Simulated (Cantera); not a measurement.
A Cantera script and what it prints.

```python
import numpy as np
import cantera as ct

gas_names = [...]  # 113 gases of nasa_gas.yaml made of C, F, H, Si
cond_names = """
    C(gr) C6H6(L) C7H8(L) C8H18(L),n-octa Si(cr) Si(L) SiC(b)
""".split()


# ... load() reads the species with a 1 bar reference pressure and builds the phases ...
atoms = {
    'SiF4': {'Si': 1, 'F': 4},
    'C3H8': {'C': 3, 'H': 8},
    'H2': {'H': 2},
}
top_T = {'C(gr)': 4500, 'SiC(b)': 3050}  # K; cautious upper limits of use, not melting points


# ... equilibrate(T, P, feed) seeds the gas with the atoms and calls Mixture.equilibrate('TP', solver="vcs", rtol=1e-11, max_steps=5000) ...
results = []
T = 1450  # K
P = 62000  # Pa
for m in [2.1, 3.4, 5.6, 9.1, 15, 24, 39, 64]:
    feed = {'SiF4': 1, 'C3H8': 0.15, 'H2': m}  # mol
    mix = equilibrate(T, P, feed)
    results.append((T, P, feed, dict(zip(mix.species_names, mix.species_moles))))

top = {s: max(r[3][s] / sum(r[3][g] for g in gas_names) for r in results) for s in gas_names}
cols = sorted((s for s in top if top[s] > 0.0001), key=lambda s: -top[s])[:7]
seen = [c for c in cond_names if any(r[3].get(c, 0) > 1e-12 for r in results)]
print("log10 of partial pressures in bar; condensed amounts in mol")
print(f"{'n(H2)':>10s}" + "".join(f"{s[:9]:>10s}" for s in cols + seen))
for T, P, feed, n in results:
    ng = sum(n[g] for g in gas_names)
    print(f"{feed['H2']:10.4g}" + "".join(f"{np.log10(max(n[s] / ng * P / 1e5, 1e-99)):10.3f}" for s in cols)
          + "".join(f"{n.get(c, 0):10.4g}" for c in seen))
```

It prints:

```
log10 of partial pressures in bar; condensed amounts in mol
     n(H2)        H2      SiF4        HF     SiHF3      SiF3       CH4     C(gr)    SiC(b)
       2.1    -0.351    -0.793    -2.186    -2.430    -2.574    -3.184    0.4461         0
       3.4    -0.310    -0.927    -2.235    -2.473    -2.637    -3.102    0.4436         0
       5.6    -0.277    -1.090    -2.302    -2.536    -2.717    -3.036    0.4392         0
       9.1    -0.254    -1.269    -2.381    -2.613    -2.805    -2.990    0.4322         0
        15    -0.238    -1.468    -2.471    -2.705    -2.905    -2.957    0.4203         0
        24    -0.228    -1.665    -2.559    -2.805    -3.011    -2.937    0.4014 0.0006131
        39    -0.221    -1.876    -2.608    -2.959    -3.169    -2.923    0.3622  0.009203
        64    -0.217    -2.098    -2.661    -3.124    -3.335    -2.914    0.2975   0.02292
```

Method: chemical equilibrium by Gibbs-energy minimisation in Cantera with the NASA 1993 tables (ideal gas, pure condensed phases). The tables' values for SiF3, SiF2 are old estimates; treat these amounts as uncertain.
